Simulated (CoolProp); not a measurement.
Vapour-liquid equilibrium of ethane (1) + propylene (2) at 7.11 bar; x and y are mole fractions of (1).

Model: multi-fluid Helmholtz-energy mixture model, Bücker 2006 and Lemmon 2013; pair parameters Bell 2016, in CoolProp.

Give the bubble temperature and the first vapour's composition at x = 0.05, 0.125, 0.425. Is there an azeotrope?

x = 0.05: 2.2 °C, y = 0.149; x = 0.125: -4.0 °C, y = 0.331; x = 0.425: -22.4 °C, y = 0.739. No azeotrope shows between x = 0.05 and 0.95.

The pair parameters rest on a limited set of measurements; away from them the model extrapolates.
